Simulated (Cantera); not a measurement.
Cantera run:

```python
import numpy as np
import cantera as ct

gas_names = [...]  # 109 gases of nasa_gas.yaml made of C, Cl, H, Si
cond_names = """
    C(gr) C6H6(L) C7H8(L) C8H18(L),n-octa Si(cr) Si(L) SiC(b)
""".split()


# ... load() reads the species with a 1 bar reference pressure and builds the phases ...
atoms = {
    '(CH3)2SiCl2': {'C': 2, 'H': 6, 'Si': 1, 'CL': 2},
    'C2H2': {'C': 2, 'H': 2},
    'H2': {'H': 2},
}
top_T = {'C(gr)': 4500, 'SiC(b)': 3050}  # K; cautious upper limits of use, not melting points


# ... equilibrate(T, P, feed) seeds the gas with the atoms and calls Mixture.equilibrate('TP', solver="vcs", rtol=1e-11, max_steps=5000) ...
results = []
feed = {'(CH3)2SiCl2': 1, 'C2H2': 0.28, 'H2': 360}  # mol
P = 100  # Pa
for T in [1548, 1648, 1748, 1848, 1948, 2048, 2148, 2248, 2348, 2448]:
    mix = equilibrate(T, P, feed)
    results.append((T, P, feed, dict(zip(mix.species_names, mix.species_moles))))

top = {s: max(r[3][s] / sum(r[3][g] for g in gas_names) for r in results) for s in gas_names}
cols = sorted((s for s in top if top[s] > 0.001), key=lambda s: -top[s])[:9]
seen = [c for c in cond_names if any(r[3].get(c, 0) > 1e-12 for r in results)]
print("log10 of partial pressures in bar; condensed amounts in mol")
print(f"{'T/K':>10s}" + "".join(f"{s[:9]:>10s}" for s in cols + seen))
for T, P, feed, n in results:
    ng = sum(n[g] for g in gas_names)
    print(f"{T:10.4g}" + "".join(f"{np.log10(max(n[s] / ng * P / 1e5, 1e-99)):10.3f}" for s in cols)
          + "".join(f"{n.get(c, 0):10.4g}" for c in seen))
```

Output:

```
log10 of partial pressures in bar; condensed amounts in mol
       T/K        H2         H       HCL C2H2,acet        Si        CL     C(gr)    SiC(b)
      1548    -3.003    -6.013    -5.261    -7.807    -9.556    -8.369     1.548    0.9996
      1648    -3.004    -5.552    -5.262    -7.353    -8.498    -7.916     1.529    0.9982
      1748    -3.006    -5.144    -5.265    -6.953    -7.562    -7.516      1.49    0.9882
      1848    -3.010    -4.780    -5.270    -6.599    -6.728    -7.160     1.447    0.9237
      1948    -3.019    -4.456    -5.281    -6.287    -5.981    -6.844     1.575    0.5679
      2048    -3.035    -4.167    -5.301    -6.014    -5.623    -6.564     1.718         0
      2148    -3.062    -3.911    -5.333    -5.779    -5.635    -6.317      1.11         0
      2248    -3.106    -3.687    -5.385    -5.585    -5.664    -6.106    0.2002         0
      2348    -3.174    -3.495    -5.465    -5.587    -5.690    -5.932         0         0
      2448    -3.274    -3.338    -5.583    -5.655    -5.724    -5.796         0         0
```

Method: chemical equilibrium by Gibbs-energy minimisation in Cantera with the NASA 1993 tables (ideal gas, pure condensed phases). The feed counts by its element totals alone.
